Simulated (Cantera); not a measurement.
A closed system holds: 1 mol SiHCl₃, 0.4 mol Cl₂, 14 mol H₂, at 627 °C and 0.170 bar.

Method: chemical equilibrium by Gibbs-energy minimisation in Cantera with the NASA 1993 tables (ideal gas, pure condensed phases). Candidate condensed phases: Si; 19 gas species. The tables' values for SiCl₃ are old estimates; treat these amounts as uncertain. Equilibrium is a limit: real reactors are often held back by kinetics, nucleation or transport.

Base state: H₂ 0.928, SiCl₄ 0.0460, SiHCl₃ 0.0181, HCl 0.00671, SiH₂Cl₂ 0.000674, SiCl₃ 0.000189, SiCl₂ 3.71e-5 (mole fractions); condensed: gas only.

Q: What changes in the equilibrium state with this change: SiHCl₃ replaced by Si₂Cl₆?

A: 
| species | before | after |
|---|---|---|
| H₂ | 0.928 | 0.878 |
| SiCl₄ | 0.0460 | 0.0829 |
| SiHCl₃ | 0.0181 | 0.0315 |
| SiCl₃ | 0.000189 | 0.000340 |
| SiCl₂ | 3.71e-5 | 6.64e-5 |
| Si(s), mol | 0 | 0.192 |
The feed counts by its element totals alone.
